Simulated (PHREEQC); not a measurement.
Dissolve 0.64 mol Na2SO4 and 0.0074 mol Na2B4O7 per kg of water at 25 °C. Closed to the air; pH follows from the charge balance.

All values are PHREEQC results (Pitzer model, pitzer.dat), not measurements.

No solid was allowed to form.

Q: What pH, activity of water does the model give?

A: pH 8.90; activity of water 0.977.

Q: In which forms is B present?

A: B(OH)4- 49 %, B(OH)3 49 %, B3O3(OH)4- 1.8 %, B4O5(OH)4-2 0.6 % of the B.

In brines, pH and single-ion activities rest on the MacInnes convention.
